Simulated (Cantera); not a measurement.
Input: 1 mol Si, 4.3 mol HCl, 6.3 mol H2, 0.54 mol Cl2, equilibrated at 1100 K and 2030 Torr.

Cantera equilibrium calculation (NASA polynomials, part measured and part estimated; ideal gas, pure solids and liquids). Candidate condensed phases: Si; 19 gas species. The tables' values for SiCl3 are old estimates; treat these amounts as uncertain. Rates play no part.

Base state: H2 0.758, HCl 0.144, SiCl4 0.0912, SiHCl3 0.00709, SiCl3 0.000277, SiH2Cl2 6.62e-5, SiCl2 1.17e-5 (mole fractions); condensed: gas only.

Q: What changes in the equilibrium state with this change: HCl from 4.3 to 1.5 mol?

A: 
| species | before | after |
|---|---|---|
| H2 | 0.758 | 0.891 |
| SiCl4 | 0.0912 | 0.0477 |
| SiHCl3 | 0.00709 | 0.0392 |
| HCl | 0.144 | 0.0160 |
| SiH3Cl | 1.64e-7 | 0.000101 |
| SiH2Cl2 | 6.62e-5 | 0.00387 |
| SiCl2 | 1.17e-5 | 0.000583 |
| SiCl3 | 0.000277 | 0.00141 |
| Si(s), mol | 0 | 0.290 |
